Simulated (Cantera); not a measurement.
An isothermal, constant-pressure homogeneous reactor starts with NO : N2 = 1 : 1.5 (molar parts), at 1773 K and 0.0642 atm.

Computed with Cantera and GRI-Mech 3.0 (53 species, 325 reactions).

x: mole fraction; the columns are a selection and need not sum to one.

```json
[
 {"t (s)": "3.00e-5", "x NO": "0.400", "x O2": "9.75e-12", "x N2O": "5.64e-8", "x NO2": "1.84e-10", "x O": "5.63e-8", "x N2": "0.600"},
 {"t (s)": "0.000147", "x NO": "0.400", "x O2": "2.32e-10", "x N2O": "2.76e-7", "x NO2": "___", "x O": "2.73e-7", "x N2": "0.600"},
 {"t (s)": "0.000721", "x NO": "0.400", "x O2": "5.43e-9", "x N2O": "1.34e-6", "x NO2": "___", "x O": "1.27e-6", "x N2": "0.600"},
 {"t (s)": "0.00353", "x NO": "0.400", "x O2": "1.30e-7", "x N2O": "6.32e-6", "x NO2": "___", "x O": "5.15e-6", "x N2": "0.600"},
 {"t (s)": "0.0173", "x NO": "0.400", "x O2": "5.08e-6", "x N2O": "2.55e-5", "x NO2": "___", "x O": "1.70e-5", "x N2": "0.600"},
 {"t (s)": "0.0849", "x NO": "0.400", "x O2": "0.000121", "x N2O": "5.70e-5", "x NO2": "___", "x O": "2.88e-5", "x N2": "0.600"},
 {"t (s)": "0.416", "x NO": "0.398", "x O2": "0.000840", "x N2O": "6.09e-5", "x NO2": "___", "x O": "3.13e-5", "x N2": "0.601"},
 {"t (s)": "2.04", "x NO": "0.391", "x O2": "0.00439", "x N2O": "5.81e-5", "x NO2": "___", "x O": "3.88e-5", "x N2": "0.604"},
 {"t (s)": "10.0", "x NO": "0.357", "x O2": "0.0215", "x N2O": "4.67e-5", "x NO2": "___", "x O": "6.25e-5", "x N2": "0.622"}
]
```

Complete the blanks.


- 0.000147, x NO2: 4.35e-9
- 0.000721, x NO2: 9.84e-8
- 0.00353, x NO2: 1.80e-6
- 0.0173, x NO2: 1.64e-5
- 0.0849, x NO2: 3.30e-5
- 0.416, x NO2: 3.66e-5
- 2.04, x NO2: 4.79e-5
- 10.0, x NO2: 7.88e-5
